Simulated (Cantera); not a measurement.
Input: 1 mol PbO, a varied amount of CO, 1.9 mol N2, held at 1248.15 K and 8.90 bar.

Method: chemical equilibrium by Gibbs-energy minimisation in Cantera with the NASA 1993 tables (ideal gas, pure condensed phases). Candidate condensed phases: C, Pb, PbO, PbO2, Pb3O4; 27 gas species. Each liquid is taken as pure. Mutual solubility and eutectic melting of coexisting phases are not modelled. Gases not in the tables: (PbO)n polymers. The numbers say what is thermodynamically allowed, not how fast it happens.

Question: Which condensed phases are stable at each of these points (n(CO) (mol)): 0.35, 0.52, 0.7, 0.87, 1, 1.2, 1.4, 1.6, 1.7, 1.9, 2.1?

Answer: 
```
n(CO) (mol)  condensed phases  Pb condensed (%)
-----------  ----------------  ----------------
0.35           Pb(l) + PbO(l)             100.0
0.52           Pb(l) + PbO(l)             100.0
0.7            Pb(l) + PbO(l)             100.0
0.87           Pb(l) + PbO(l)             100.0
1              Pb(l) + PbO(l)             100.0
1.2                     Pb(l)             100.0
1.4                     Pb(l)             100.0
1.6                     Pb(l)              99.9
1.7                     Pb(l)              99.9
1.9                     Pb(l)              99.9
2.1                     Pb(l)              99.9
```

From 0.35 mol CO to 1 mol CO the condensed part is Pb(l) + PbO(l). From 1.2 mol CO to 2.1 mol CO the condensed part is Pb(l).
